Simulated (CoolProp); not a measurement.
Vapour-liquid equilibrium of R13 (1) + n-butane (2) at -66.45 °C; x and y are mole fractions of (1).

Computed with CoolProp (multi-fluid Helmholtz-energy mixture model, Platzer 1990 and Bücker 2006; pair parameters Bell 2016). This equation is an older, rougher fit; its heat capacities, sound speeds and derivatives of the liquid may be far off and weren't checked against measurements.

```csv
x,bubble pressure (MPa),y at the bubble point,dew pressure at overall composition x (MPa),liquid density (mol/L)
0.05,0.02928,0.894,0.003369,11.60
0.2,0.08390,0.966,0.003999,11.95
0.35,0.1161,0.978,0.004917,12.32
0.5,0.1377,0.983,0.006383,12.69
0.65,0.1560,0.987,0.009092,13.07
0.8,0.1758,0.992,0.01579,13.46
0.95,0.2011,0.998,0.05944,13.86
```

No azeotrope shows between x = 0.05 and 0.95.

Pair parameters are fitted to limited data, so mixtures are less certain than the pure fluids. With so large a gap from Raoult's law the liquid may split in two, which this calculation doesn't test in full.
